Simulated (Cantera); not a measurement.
An isothermal, constant-pressure homogeneous reactor starts with N2O : O2 = 1 : 0.085 (molar parts), at 1075 K and 100000 Pa.

Computed with Cantera and GRI-Mech 3.0 (53 species, 325 reactions). GRI-Mech 3.0 was tuned for natural gas; its chemistry of N2O as a main component is partial and can be far from experiment. The mechanism lacks the step 2 NO + O2 → 2 NO2, which can matter for NO2 below about 1400 K. The temperature is held fixed by assumption; the heat of reaction is taken as removed at once.

x: mole fraction; the columns are a selection and need not sum to one.

| t (s) | x N2O | x O2 | x NO | x N2 | x O | x NO2 |
|---|---|---|---|---|---|---|
| 7.00e-5 | 0.922 | 0.0783 | ___ | 2.37e-6 | 1.93e-7 | <1e-12 |
| 0.000168 | 0.922 | 0.0783 | ___ | 5.94e-6 | 1.93e-7 | 3.84e-12 |
| 0.000402 | 0.922 | 0.0783 | ___ | 1.45e-5 | 1.93e-7 | 2.38e-11 |
| 0.000963 | 0.922 | 0.0784 | ___ | 3.49e-5 | 1.93e-7 | 1.41e-10 |
| 0.00231 | 0.922 | 0.0784 | ___ | 8.40e-5 | 1.93e-7 | 8.14e-10 |
| 0.00553 | 0.921 | 0.0784 | ___ | 0.000201 | 1.93e-7 | 4.63e-9 |
| 0.0132 | 0.921 | 0.0786 | ___ | 0.000483 | 1.93e-7 | 2.60e-8 |
| 0.0317 | 0.920 | 0.0789 | ___ | 0.00116 | 1.93e-7 | 1.41e-7 |
| 0.0760 | 0.917 | 0.0796 | ___ | 0.00276 | 1.93e-7 | 7.10e-7 |
| 0.182 | 0.912 | 0.0813 | ___ | 0.00659 | 1.92e-7 | 3.08e-6 |
| 0.436 | 0.898 | 0.0853 | ___ | 0.0156 | 1.91e-7 | 1.06e-5 |
| 1.05 | 0.867 | 0.0945 | ___ | 0.0364 | 1.87e-7 | 2.88e-5 |
| 2.50 | 0.799 | 0.115 | ___ | 0.0818 | 1.79e-7 | 6.83e-5 |
| 6.00 | 0.665 | 0.154 | ___ | 0.171 | 1.61e-7 | 0.000143 |

Question: Some entries are withheld; supply them.

Answer: 
- 7.00e-5, x NO: 1.36e-7
- 0.000168, x NO: 3.57e-7
- 0.000402, x NO: 8.89e-7
- 0.000963, x NO: 2.16e-6
- 0.00231, x NO: 5.21e-6
- 0.00553, x NO: 1.25e-5
- 0.0132, x NO: 3.00e-5
- 0.0317, x NO: 7.17e-5
- 0.0760, x NO: 0.000171
- 0.182, x NO: 0.000406
- 0.436, x NO: 0.000957
- 1.05, x NO: 0.00222
- 2.50, x NO: 0.00492
- 6.00, x NO: 0.00999
